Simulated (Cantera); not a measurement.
Feed: 1 mol C2H4, 0.041 mol CO2, 11 mol H2, 0.036 mol O2, held at 2450 K and 5.50 bar.

Equilibrium computed with Cantera from the NASA thermochemical tables; the gas is ideal and each condensed phase is pure. Candidate condensed phases: C, C6H6, C7H8, C8H18, H2O; 110 gas species. Kinetics and transport are ignored.

Base state: H2 0.970, CO 0.0117, C2H2 (acetylene) 0.00847, H 0.00844, CH4 0.000844, CH3 0.000134, C2H4 3.93e-5, C4H2 3.04e-5 (mole fractions); condensed: C(graphite).

Question: What changes in the equilibrium state with this change: temperature from 2450 K to 1998 K?

Answer: 
| species | before | after |
|---|---|---|
| H2 | 0.970 | 0.985 |
| CO | 0.0117 | 0.0117 |
| CH4 | 0.000844 | 0.00227 |
| H | 0.00844 | 0.000679 |
| C2H2 (acetylene) | 0.00847 | 0.000746 |
| C4H2 | 3.04e-5 | 2.27e-7 |
| CH3 | 0.000134 | 3.10e-5 |
| C(graphite), mol | 1.65 | 1.84 |
